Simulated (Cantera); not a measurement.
A perfectly stirred reactor is fed with 1.57 % H2, 98.4 % O2, equivalence ratio 0.0080, at 7.05 Torr; it is held at 975 K, and followed from long to short residence time.

Cantera simulation using the H2/O2 subset of GRI-Mech 3.0, which has no nitrogen chemistry; the numbers are that mechanism's predictions, not measurements. Radical loss at walls, strong at low pressure, is not modelled.

Task: Predict: x(H2) at τ = 1.00 s; x(O2) at τ = 1.00 s; x(OH) at τ = 1.00 s; x(O) at τ = 1.00 s; x(H2O) at τ = 1.00 s; x(H2) at τ = 45.0 ms; x(O2) at τ = 45.0 ms; x(OH) at τ = 45.0 ms; x(O) at τ = 45.0 ms; x(H2O) at τ = 45.0 ms.

Result: 
* **x(H2) at τ = 1.00 s**: 0.000275
* **x(O2) at τ = 1.00 s**: 0.983
* **x(OH) at τ = 1.00 s**: 0.000246
* **x(O) at τ = 1.00 s**: 0.00134
* **x(H2O) at τ = 1.00 s**: 0.0154
* **x(H2) at τ = 45.0 ms**: 0.00169
* **x(O2) at τ = 45.0 ms**: 0.978
* **x(OH) at τ = 45.0 ms**: 0.000797
* **x(O) at τ = 45.0 ms**: 0.00472
* **x(H2O) at τ = 45.0 ms**: 0.0131
